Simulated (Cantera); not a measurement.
Charge: 1 mol CuO, 2.8 mol C, 0.12 mol CO, at 1848.15 K and 84.0 mbar.

Cantera equilibrium calculation (NASA polynomials, part measured and part estimated; ideal gas, pure solids and liquids). Candidate condensed phases: C, Cu, CuO, Cu₂O; 15 gas species. The numbers say what is thermodynamically allowed, not how fast it happens.

Base state: CO 0.989, Cu 0.0111, Cu₂ 2.60e-5 (mole fractions); condensed: C(graphite) + Cu(l).

Q: What changes in the equilibrium state with this change: pressure from 84.0 mbar to 9.80 bar?

A: 
```
species            before     after
----------------  -------  --------
CO                  0.989     0.999
CO₂               4.63e-6  0.000552
Cu                 0.0111   9.50e-5
Cu₂               2.60e-5   2.23e-7
C(graphite), mol     1.80      1.80
Cu(l), mol          0.987     1.000
```
